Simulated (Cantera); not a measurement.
Charge: 1 mol SiC, 0.021 mol Si, 0.075 mol H₂, 0.02 mol C, at 2723.15 K.

Method: chemical equilibrium by Gibbs-energy minimisation in Cantera with the NASA 1993 tables (ideal gas, pure condensed phases). Candidate condensed phases: C, C₆H₆, C₇H₈, C₈H₁₈, Si, SiC; 87 gas species. Mutual solubility and eutectic melting of coexisting phases are not modelled. Gases not in the tables: Si₂H₆ and higher silanes. Equilibrium is a limit: real reactors are often held back by kinetics, nucleation or transport.

x: gas mole fraction; n: condensed amount in mol.

```json
[
 {"P (Pa)": "1", "x H₂": "2.29e-5", "x Si": "0.581", "x SiC₂": "0.0571", "x H": "0.0937", "x C": "0.127", "x C₃": "0.116", "x Si₂C": "4.40e-5", "x C₂": "0.0242", "x C₂H₂ (acetylene)": "1.24e-7", "n C(graphite)": "0", "n SiC(s)": "0", "n Si(l)": "0"},
 {"P (Pa)": "4.60", "x H₂": "…", "x Si": "0.568", "x SiC₂": "…", "x H": "…", "x C": "…", "x C₃": "0.113", "x Si₂C": "…", "x C₂": "…", "x C₂H₂ (acetylene)": "…", "n C(graphite)": "0", "n SiC(s)": "0", "n Si(l)": "0"},
 {"P (Pa)": "22", "x H₂": "…", "x Si": "0.550", "x SiC₂": "0.256", "x H": "0.117", "x C": "…", "x C₃": "…", "x Si₂C": "…", "x C₂": "…", "x C₂H₂ (acetylene)": "…", "n C(graphite)": "…", "n SiC(s)": "0", "n Si(l)": "0"},
 {"P (Pa)": "100", "x H₂": "0.00373", "x Si": "0.579", "x SiC₂": "0.270", "x H": "0.120", "x C": "0.00278", "x C₃": "0.0119", "x Si₂C": "0.00952", "x C₂": "0.00115", "x C₂H₂ (acetylene)": "9.55e-5", "n C(graphite)": "0.325", "n SiC(s)": "0", "n Si(l)": "0"},
 {"P (Pa)": "460", "x H₂": "0.0135", "x Si": "0.566", "x SiC₂": "0.264", "x H": "0.106", "x C": "0.000603", "x C₃": "0.00259", "x Si₂C": "0.0419", "x C₂": "0.000249", "x C₂H₂ (acetylene)": "0.000347", "n C(graphite)": "0.376", "n SiC(s)": "0", "n Si(l)": "0"},
 {"P (Pa)": "2200", "x H₂": "0.158", "x Si": "0.386", "x SiC₂": "0.180", "x H": "0.166", "x C": "0.000126", "x C₃": "0.000542", "x Si₂C": "0.0931", "x C₂": "5.22e-5", "x C₂H₂ (acetylene)": "0.00405", "n C(graphite)": "0.0911", "n SiC(s)": "0.788", "n Si(l)": "0"},
 {"P (Pa)": "10000", "x H₂": "0.670", "x Si": "0.0850", "x SiC₂": "0.0396", "x H": "0.160", "x C": "2.78e-5", "x C₃": "0.000119", "x Si₂C": "0.0205", "x C₂": "1.15e-5", "x C₂H₂ (acetylene)": "0.0172", "n C(graphite)": "0.00258", "n SiC(s)": "1.00", "n Si(l)": "0"},
 {"P (Pa)": "46000", "x H₂": "0.860", "x Si": "0.0271", "x SiC₂": "0.00587", "x H": "0.0847", "x C": "4.12e-6", "x C₃": "8.25e-6", "x Si₂C": "0.00653", "x C₂": "1.16e-6", "x C₂H₂ (acetylene)": "0.0103", "n C(graphite)": "0", "n SiC(s)": "1.02", "n Si(l)": "0"},
 {"P (Pa)": "220000", "x H₂": "0.937", "x Si": "0.00997", "x SiC₂": "0.000697", "x H": "0.0405", "x C": "4.89e-7", "x C₃": "3.15e-7", "x Si₂C": "0.00240", "x C₂": "7.83e-8", "x C₂H₂ (acetylene)": "0.00360", "n C(graphite)": "0", "n SiC(s)": "1.02", "n Si(l)": "0.000230"},
 {"P (Pa)": "1000000", "x H₂": "0.970", "x Si": "0.00219", "x SiC₂": "0.000153", "x H": "0.0193", "x C": "1.08e-7", "x C₃": "6.94e-8", "x Si₂C": "0.000529", "x C₂": "1.72e-8", "x C₂H₂ (acetylene)": "0.00373", "n C(graphite)": "0", "n SiC(s)": "1.02", "n Si(l)": "0.00114"}
]
```

Question: Some entries are withheld; supply them.

Answer: 
- 4.60, x H₂: 0.000133
- 4.60, x SiC₂: 0.152
- 4.60, x H: 0.105
- 4.60, x C: 0.0457
- 4.60, x Si₂C: 0.000319
- 4.60, x C₂: 0.0143
- 4.60, x C₂H₂ (acetylene): 1.96e-6
- 22, x H₂: 0.000787
- 22, x C: 0.0126
- 22, x C₃: 0.0542
- 22, x Si₂C: 0.00189
- 22, x C₂: 0.00522
- 22, x C₂H₂ (acetylene): 2.01e-5
- 22, n C(graphite): 0.134
